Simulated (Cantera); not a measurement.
A closed system holds: 1 mol Si₃N₄, 1.2 mol H₂O, 9.8 mol H₂.

Cantera equilibrium calculation (NASA polynomials, part measured and part estimated; ideal gas, pure solids and liquids). Candidate condensed phases: H₂O, Si, SiO₂, Si₂N₂O, Si₃N₄; 35 gas species. Mutual solubility and eutectic melting of coexisting phases are not modelled. Equilibrium is a limit: real reactors are often held back by kinetics, nucleation or transport.

Stable condensed phases, one row left out:

```
T in K \ P in Pa
              1    3.6     13     46    170    600   2200   7700  28000 100000
   1823       A      A      B      B      B      B      B      C      D      E
   1773       A      B      B      B      B      B      C      C      E      E
   1673       B      B      B      B      B      C      D      E      E      E
   1623       B      B      B      B      C      C      E      E      E      E
   1573       B      B      B      C      C      E      E      E      E      E
   1523       B      B      C      C      D      E      E      E      E      E
   1473       B      C      C      D      E      E      E      E      E      E
   1423       C      C      C      E      E      E      E      E      E      E
   1373       C      C      E      E      E      E      E      E      E      E
   1323       C      E      E      E      E      E      E      E      E      E
   1273       E      E      E      E      E      E      E      E      E      E
   1223       E      E      E      E      E      E      E      E      E      E
```

A: gas only; B: Si; C: Si + Si₂N₂O; D: Si + Si₂N₂O + Si₃N₄; E: Si₂N₂O + Si₃N₄.

Problem. Give the row for 1723 K.

Solution. 1: Si; 3.6: Si; 13: Si; 46: Si; 170: Si; 600: Si + Si₂N₂O; 2200: Si + Si₂N₂O; 7700: Si₂N₂O + Si₃N₄; 28000: Si₂N₂O + Si₃N₄; 100000: Si₂N₂O + Si₃N₄.
